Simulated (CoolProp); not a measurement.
Vapour-liquid equilibrium of R22 (1) + methanol (2) at 0.845 bar; x and y are mole fractions of (1).

Values from CoolProp's multi-fluid Helmholtz-energy mixture model, Kamei 1995 and de Reuck 1993; pair parameters Bell 2016.

**Question.** Give the bubble temperature and the first vapour's composition at x = 0.2, 0.425, 0.575. Is there an azeotrope?

**Answer.** x = 0.2: -17.6 °C, y = 0.987; x = 0.425: -31.8 °C, y = 0.997; x = 0.575: -36.2 °C, y = 0.998. No azeotrope shows between x = 0.05 and 0.95.

Pair parameters are fitted to limited data, so mixtures are less certain than the pure fluids. With so large a gap from Raoult's law the liquid may split in two, which this calculation doesn't test in full.
